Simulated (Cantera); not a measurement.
Input (Python, Cantera):

```python
import numpy as np
import cantera as ct

gas = ct.Solution("gri30.yaml")
gas.TPX = 1325, 2666, {'H2': 0.49, 'O2': 1, 'N2': 0.61}
reactor = ct.IdealGasConstPressureReactor(gas, energy="off", clone=False)
net = ct.ReactorNet([reactor])
net.rtol, net.atol = 1e-08, 1e-18
show = ['H2', 'O2', 'H2O', 'OH', 'H']
times = np.geomspace(0.0002, 90, 10)

steps = ct.SolutionArray(gas, extra=["t"])
rows = []
print(f"{'t/s':>10s}{'T/K':>9s}{'P/Pa':>11s}" + "".join(f"{s:>11s}" for s in show))
for t in times:
    while net.time < t:
        t_next = net.step()
        steps.append(gas.state, t=t_next)
    rows.append([np.interp(t, steps.t, y) for y in (steps.T, steps.P, *steps(*show).X.T)])
    print(f"{t:10.3e}{rows[-1][0]:9.1f}{rows[-1][1]:11.4g}" + "".join(f"{x:11.3e}" for x in rows[-1][2:]))
rate = np.gradient(steps.T, steps.t)
print("integrator steps:", len(steps.t))
if steps.T.max() > steps.T[0] + 200:
    print(f"time of steepest temperature rise: {steps.t[rate.argmax()]:.4e} s")
gas.TPX = 1325, 2666, {'H2': 0.49, 'O2': 1, 'N2': 0.61}
gas.equilibrate("TP")
print(f"equilibrium (TP): T = {gas.T:.1f} K  " + "  ".join(f"{s} {gas[s].X[0]:.3e}" for s in show))
```

Output:

```
       t/s      T/K       P/Pa         H2         O2        H2O         OH          H
 2.000e-04   1325.0       2666  2.333e-01  4.762e-01  4.910e-05  1.022e-05  3.470e-05
 8.495e-04   1325.0       2666  1.624e-02  3.553e-01  1.703e-01  1.350e-02  8.452e-02
 3.608e-03   1325.0       2666  1.189e-02  3.739e-01  2.071e-01  1.183e-02  4.483e-02
 1.533e-02   1325.0       2666  2.319e-03  4.005e-01  2.553e-01  5.351e-03  3.206e-03
 6.510e-02   1325.0       2666  1.119e-04  4.064e-01  2.633e-01  1.182e-03  3.321e-05
 2.765e-01   1325.0       2666  9.434e-06  4.069e-01  2.639e-01  3.466e-04  8.315e-07
 1.174e+00   1325.0       2666  1.427e-06  4.070e-01  2.641e-01  1.355e-04  4.970e-08
 4.989e+00   1325.0       2666  4.051e-07  4.070e-01  2.641e-01  7.225e-05  7.583e-09
 2.119e+01   1325.0       2666  3.424e-07  4.070e-01  2.641e-01  6.640e-05  5.901e-09
 9.000e+01   1325.0       2666  3.424e-07  4.070e-01  2.641e-01  6.639e-05  5.900e-09
integrator steps: 1991
equilibrium (TP): T = 1325.0 K  H2 3.425e-07  O2 4.068e-01  H2O 2.641e-01  OH 6.639e-05  H 5.901e-09
```

Computed with Cantera and GRI-Mech 3.0 (53 species, 325 reactions). Radical loss at walls, strong at low pressure, is not modelled. The temperature is held fixed by assumption; the heat of reaction is taken as removed at once.
